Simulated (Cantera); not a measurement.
Feed: 1 mol Si, 0.14 mol CO2, 2.5 mol N2, equilibrated at 0.00133 bar.

Method: chemical equilibrium by Gibbs-energy minimisation in Cantera with the NASA 1993 tables (ideal gas, pure condensed phases). Candidate condensed phases: C, Si, SiC, SiO2, Si2N2O, Si3N4; 34 gas species. Mutual solubility and eutectic melting of coexisting phases are not modelled. Rates play no part.

Which condensed phases are stable at each of these points (T (°C)): 1275, 1350, 1425, 1500, 1575, 1650, 1725, 1800, 1875?


| T (°C) | condensed phases | Si condensed (%) |
|---|---|---|
| 1275 | SiC(s) + Si2N2O(s) + Si3N4(s) | 99.8 |
| 1350 | SiC(s) + Si2N2O(s) + Si3N4(s) | 98.5 |
| 1425 | Si(l) + SiC(s) + Si2N2O(s) | 86.5 |
| 1500 | Si(l) + SiC(s) | 73.8 |
| 1575 | Si(l) + SiC(s) | 74.0 |
| 1650 | Si(l) + SiC(s) | 73.0 |
| 1725 | Si(l) + SiC(s) | 68.6 |
| 1800 | Si(l) + SiC(s) | 55.3 |
| 1875 | Si(l) + SiC(s) | 18.6 |

From 1275 °C to 1350 °C the condensed part is SiC(s) + Si2N2O(s) + Si3N4(s). At 1425 °C the condensed part is Si(l) + SiC(s) + Si2N2O(s). From 1500 °C to 1875 °C the condensed part is Si(l) + SiC(s).
